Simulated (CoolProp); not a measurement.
Properties of R245ca at several states.

Values from CoolProp's reference Helmholtz-energy equation of state, Zhou 2016.

```tsv
T (°C)	p (kPa)	phase	Z	cp (kJ/(kg K))	speed of sound (m/s)	Joule-Thomson coefficient (K/MPa)	isothermal compressibility (1/MPa)	fugacity coefficient
-42.25	704	liquid	0.03177	1.316	1027	-0.3244	0.0008568	0.004047
28.95	10000	liquid	0.3808	1.364	775.3	-0.2642	0.001611	0.01634
-4.65	6130	liquid	0.2503	1.333	888.4	-0.2990	0.001187	0.005608
```
